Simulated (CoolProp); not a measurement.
Vapour-liquid equilibrium of propane (1) + cyclopropane (2) at 0.613 MPa; x and y are mole fractions of (1).

Model: multi-fluid Helmholtz-energy mixture model, Lemmon 2009 and Polt 1992; pair parameters Bell 2016, in CoolProp. This equation is an older, rougher fit; its heat capacities, sound speeds and derivatives of the liquid may be far off and weren't checked against measurements.

### Question
Give the bubble temperature and the first vapour's composition at x = 0.15, 0.35, 0.55. Is there an azeotrope?

### Answer
x = 0.15: 289.0 K, y = 0.209; x = 0.35: 286.0 K, y = 0.429; x = 0.55: 283.8 K, y = 0.610. No azeotrope shows between x = 0.05 and 0.95.

Pair parameters are fitted to limited data, so mixtures are less certain than the pure fluids.
